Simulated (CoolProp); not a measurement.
The fluid at 293.15 K and 0.122 MPa flows at 2.2 m/s in a round tube of 2 mm bore and 15 µm roughness, fully developed (64/Re and Nu = 3.66 if laminar; Colebrook and Gnielinski if turbulent). The same conditions are run with several fluids, on thermodynamics alone (safety and materials aside).

Computed with CoolProp (reference Helmholtz-energy equation of state of each fluid (normal hydrogen: Leachman 2009; propane: Lemmon 2009; ethane: Bücker 2006; CF4 (R14): Platzer 1990)). The equations of Platzer and Polt are older, rougher fits.

Problem. Rank normal hydrogen, propane, ethane, CF4 (R14) by Reynolds number, highest first.

Solution. propane (1240), CF4 (R14) (1150), ethane (726), normal hydrogen (50.4)

```csv
fluid,Darcy friction factor,pressure drop (Pa/m),heat-transfer coefficient (W/(m² K)),mass flow (kg/h)
normal hydrogen,1.27,155,336,0.00251
propane,0.0517,141,32.5,0.0561
ethane,0.0882,162,37.3,0.0378
CF4 (R14),0.0559,299,28.6,0.110
```

Transport values come from each fluid's own correlations; those of CF4 (R14) are estimates that may be off by 10 % or more.
